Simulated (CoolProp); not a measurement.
2000 sccm (0 °C, 1 atm) of nitrogen bubbles through liquid hexamethyldisiloxane (MM) at 297.6 K and leaves saturated at a total pressure of 0.15 MPa (ideal gas phase). Each further row changes one setting.

Values from CoolProp's reference Helmholtz-energy equation of state, Thol 2016.

```json
[
 {"case": "as stated", "vapour pressure (kPa)": "5.42", "mole fraction of vapour": "0.0361", "delivery (mg/min)": "543", "delivery (sccm)": "75.0", "change of delivery for a bath 1 K warmer (%)": "5.4"},
 {"case": "bath temperature 302.6 K", "vapour pressure (kPa)": "6.96", "mole fraction of vapour": "0.0464", "delivery (mg/min)": "705", "delivery (sccm)": "97.3", "change of delivery for a bath 1 K warmer (%)": "5.2"},
 {"case": "total pressure 0.3 MPa", "vapour pressure (kPa)": "5.42", "mole fraction of vapour": "0.0181", "delivery (mg/min)": "267", "delivery (sccm)": "36.8", "change of delivery for a bath 1 K warmer (%)": "5.3"}
]
```
